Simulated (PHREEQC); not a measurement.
Solution (25 °C): 0.096 mol/kgw SrCl2 and 2.8 mol/kgw LiCl. Closed to the air; pH follows from the charge balance.

Computed with PHREEQC (Pitzer model, pitzer.dat).

Q: The ionic strength comes out as 3.09 mol/kgw. What activity coefficients do Cl-, Li+, Sr+2 get?

A: Cl- 0.57, Li+ 2.3, Sr+2 0.85. Single-ion values are on the MacInnes scale.

Precipitation was switched off in this run. Complexes and solids missing from the database can't appear.
